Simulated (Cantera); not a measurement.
NO annealing gas

An isothermal, constant-pressure homogeneous reactor starts with 61.0 % NO, 39.0 % N2, at 1550 K and 1.00 atm.

Cantera simulation using GRI-Mech 3.0 (53 species, 325 reactions); the numbers are that mechanism's predictions, not measurements.

| t (s) | x NO | x N2 | x O2 | x O | x NO2 | x N2O |
|---|---|---|---|---|---|---|
| 2.00e-5 | 0.610 | 0.390 | 3.79e-11 | 4.70e-8 | 8.23e-8 | 1.29e-7 |
| 7.27e-5 | 0.610 | 0.390 | 2.12e-10 | 5.16e-8 | 4.19e-7 | 4.69e-7 |
| 0.000264 | 0.610 | 0.390 | 1.14e-9 | 5.36e-8 | 1.66e-6 | 1.69e-6 |
| 0.000959 | 0.610 | 0.390 | 8.75e-9 | 6.11e-8 | 6.27e-6 | 6.05e-6 |
| 0.00348 | 0.610 | 0.390 | 1.18e-7 | 8.88e-8 | 2.40e-5 | 2.07e-5 |
| 0.0126 | 0.610 | 0.390 | 2.94e-6 | 1.92e-7 | 9.67e-5 | 6.08e-5 |
| 0.0459 | 0.609 | 0.391 | 8.72e-5 | 4.46e-7 | 0.000302 | 0.000117 |
| 0.167 | 0.607 | 0.391 | 0.000811 | 5.64e-7 | 0.000403 | 0.000130 |
| 0.606 | 0.602 | 0.394 | 0.00356 | 7.02e-7 | 0.000507 | 0.000127 |
| 2.20 | 0.582 | 0.404 | 0.0132 | 1.04e-6 | 0.000750 | 0.000119 |
| 8.00 | 0.520 | 0.435 | 0.0439 | 1.72e-6 | 0.00113 | 9.42e-5 |
x: mole fraction; the columns are a selection and need not sum to one.

Equilibrium at this temperature and pressure: NO 0.00176, N2 0.694, O2 0.304, O 4.31e-6, NO2 9.82e-6, N2O 1.00e-7 (gas phase only).
